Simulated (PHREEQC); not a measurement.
Dissolve 2 mol NaOH, 0.078 mol H3BO3 and 2.8e-05 mol H4SiO4 per kg of water at 25 °C. Closed to the air; pH follows from the charge balance.

Computed with PHREEQC (Pitzer model, pitzer.dat).

The pH is 14.18. The ionic strength comes out as 2.00 mol/kgw and the activity of water is 0.930. The density is 1.083 g/cm³. The osmotic coefficient is 1.005 and the total alkalinity is 2000 meq/kg.

```csv
species,molality,activity,log γ
Na+,2.00,1.30,-0.188
OH-,1.92,1.44,-0.127
B(OH)4-,0.0780,0.0315,-0.394
H2SiO4-2,2.79e-5,5.37e-7,-1.716
B(OH)3,5.67e-7,3.85e-7,-0.169
H3SiO4-,1.21e-7,5.17e-8,-0.369
```

This is a speciation only: nothing precipitates in the calculation. Complexes and solids missing from the database can't appear. In brines, pH and single-ion activities rest on the MacInnes convention.
